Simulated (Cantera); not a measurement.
Feed: 1 mol FeS, a varied amount of H₂, 0.44 mol H₂O, equilibrated at 1450 K and 0.0950 bar.

Equilibrium computed with Cantera from the NASA thermochemical tables; the gas is ideal and each condensed phase is pure. Candidate condensed phases: Fe, FeO, Fe(OH)₂, Fe(OH)₃, FeS, FeSO₄, FeS₂, Fe₂O₃, Fe₂(SO₄)₃, Fe₃O₄, H₂O, H₂SO₄, S; 22 gas species. The numbers say what is thermodynamically allowed, not how fast it happens.

Q: At 970 mol H₂, list the 4 most abundant gas species with their mole fractions, and the condensed phases.

A: H₂ 0.998, H₂S 0.00102, H₂O 0.000453, H 3.07e-5. Condensed: Fe(γ).
